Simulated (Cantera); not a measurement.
# Equilibrium for fluorocarbon and chlorocarbon gases: CH₂F₂ + CH₄

Input: 1 mol CH₂F₂, 1.4 mol CH₄, held at 100 Torr.

Cantera equilibrium calculation (NASA polynomials, part measured and part estimated; ideal gas, pure solids and liquids). Candidate condensed phases: C, C₆H₆, C₇H₈, C₈H₁₈; 95 gas species. Equilibrium is a limit: real reactors are often held back by kinetics, nucleation or transport.

```tsv
T (K)	log p H	log p H₂	log p HF	log p C₃	log p C₂H₂ (acetylene)	log p C₂H	log p F	log p C	n C(graphite)
2898	-1.58	-1.27	-1.30	-4.00	-2.61	-3.75	-3.90	-4.73	2.16
2948	-1.52	-1.29	-1.31	-3.75	-2.57	-3.59	-3.79	-4.51	2.12
2998	-1.47	-1.33	-1.32	-3.52	-2.53	-3.44	-3.67	-4.30	2.07
3048	-1.42	-1.36	-1.33	-3.29	-2.51	-3.30	-3.56	-4.10	2.00
3098	-1.37	-1.40	-1.34	-3.07	-2.49	-3.17	-3.45	-3.90	1.90
3148	-1.34	-1.44	-1.35	-2.85	-2.47	-3.04	-3.34	-3.71	1.77
3198	-1.30	-1.49	-1.37	-2.65	-2.47	-2.92	-3.24	-3.53	1.57
3248	-1.27	-1.55	-1.39	-2.45	-2.47	-2.81	-3.13	-3.35	1.28
3298	-1.25	-1.62	-1.41	-2.26	-2.48	-2.71	-3.03	-3.18	0.839
3348	-1.23	-1.70	-1.44	-2.07	-2.51	-2.62	-2.94	-3.01	0.141
```
log p: log10 of the partial pressure in bar; n: condensed amount in mol.

From 2898 K to 3348 K the condensed part is C(graphite). The main C-bearing gas is C₂H₂ (acetylene) at 2898 K and C₃ at 3348 K. The share of C in condensed phases is highest at 2898 K (90.2 %) and lowest at 3348 K (5.9 %).
